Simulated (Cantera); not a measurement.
Charge: 1 mol SiC, 0.023 mol N2O, 4.4 mol H2, equilibrated at 0.133 bar.

These are equilibrium values from Cantera (NASA tables, ideal gas, pure condensed phases), not measurements of a reactor. Candidate condensed phases: C, C6H6, C7H8, C8H18, H2O, Si, SiC, SiO2, Si2N2O, Si3N4; 151 gas species. Mutual solubility and eutectic melting of coexisting phases are not modelled. Rates play no part. All values below are at 1323 K.

Base state: H2 0.998, CH4 0.000903, CO 0.000344, N2 0.000342 (mole fractions); condensed: C(graphite) + SiC(s) + Si2N2O(s).

Task: What changes in the equilibrium state with this change: SiC replaced by Si3N4?

Result: 
```csv
species,before,after
H2,0.998,0.993
N2,0.000342,0.00692
CH4,0.000903,0
CO,0.000344,0
"C(graphite), mol",0.0375,0
"SiC(s), mol",0.957,0
"Si2N2O(s), mol",0.0215,0.0230
"Si3N4(s), mol",0,0.985
```
